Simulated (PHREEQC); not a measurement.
PHREEQC input (Pitzer model, pitzer.dat):

```
SOLUTION 1
  temp 25
  units mol/kgw
  pH 7 charge
  Cl 0.053
  Na 0.463
  C(4) 0.18
  S(6) 0.025
END
USE solution 1
INCREMENTAL_REACTIONS false
REACTION 1
  H2O -1
  0 9.886 18.011 24.689 30.178 34.689 38.397 41.444
  43.949 46.007 47.699 49.089 50.232 51.172 51.944 52.578
  53.1 53.528 moles
EQUILIBRIUM_PHASES 1
  Burkeite 0 0
  Halite 0 0
  Mirabilite 0 0
  Nahcolite 0 0
  Natron 0 0
  Thenardite 0 0
  Trona 0 0
SELECTED_OUTPUT 1
  -reset false
  -pH true
  -pe true
  -ionic_strength true
  -water true
  -activities H2O
  -totals C Cl Na S
  -molalities H+ Na+ Cl- CO3-2 SO4-2 OH- HCO3- CO2 HSO4-
  -equilibrium_phases Burkeite Halite Mirabilite Nahcolite Natron Thenardite Trona
PRINT
  -reset false
END
```

Selected output (columns that matter, 9 of 18 rows; water left (kg) added in front):

```
water left (kg)	pH	mu	C	Cl	Na	S	m_H+	m_Na+	m_Cl-	m_CO3-2	la_H2O	Burkeite	Halite	Natron
1	11.395	0.66419	0.18	0.053	0.463	0.025	7.8092e-12	0.463	0.053	0.17619	-0.0044695	0	0	0
0.675529	11.45	0.98445	0.26646	0.078457	0.68539	0.037008	7.5042e-12	0.68539	0.078457	0.26205	-0.0064427	0	0	0
0.45634	11.508	1.4588	0.39444	0.11614	1.0146	0.054784	7.1649e-12	1.0146	0.11614	0.38941	-0.0092695	0	0	0
0.308277	11.569	2.1612	0.58389	0.17192	1.5019	0.081096	6.6862e-12	1.5019	0.17192	0.57822	-0.013355	0	0	0
0.20826	11.64	3.2013	0.8643	0.25449	2.2232	0.12004	5.9273e-12	2.2232	0.25449	0.85803	-0.019429	0	0	0
0.115666	11.774	5.7681	1.5562	0.45821	4.0029	0.21614	4.0352e-12	4.0029	0.45821	1.5491	-0.035991	0	0	0
0.0781431	11.89	8.5408	2.3035	0.67824	5.925	0.31993	2.4206e-12	5.925	0.67824	2.2958	-0.058318	0	0	0
0.0378152	11.895	11.051	2.5578	1.4016	7.8394	0.66111	1.22e-12	7.8394	1.4016	2.5503	-0.09299	0	0	0.083276
0.0117669	11.89	12.839	3.0305	3.2243	9.639	0.17682	5.145e-13	9.639	3.2243	3.0232	-0.15623	0.01146	0.01506	0.13288
```

Complexes and solids missing from the database can't appear.
